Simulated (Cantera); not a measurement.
# toluene + O2 + H2 (carbon deposition, reforming and gasification)

Feed: 1 mol toluene, 0.038 mol O2, 91 mol H2, at 2973 K.

These are equilibrium values from Cantera (NASA tables, ideal gas, pure condensed phases), not measurements of a reactor. Candidate condensed phases: C, C6H6, C7H8, C8H18, H2O; 110 gas species. The ideal-gas law is rough above about 30 bar. Equilibrium is a limit: real reactors are often held back by kinetics, nucleation or transport.

```csv
P (Pa),log p H,log p H2,log p C2H2 (acetylene),log p C
10,-4.02,-6.36,-9.84,-5.53
72,-3.17,-4.66,-7.07,-5.00
520,-2.37,-3.07,-4.81,-4.66
3700,-1.72,-1.77,-3.20,-4.50
27000,-1.19,-0.71,-2.11,-4.49
190000,-0.73,0.22,-1.21,-4.50
1400000,-0.28,1.11,-0.33,-4.51
10000000,0.15,1.98,0.49,-4.53
```
log p: log10 of the partial pressure in bar; nothing condenses.

From 0.0750 Torr to 75000 Torr nothing is condensed. The main C-bearing gas is C at 0.0750 Torr and C2H2 (acetylene) at 75000 Torr.
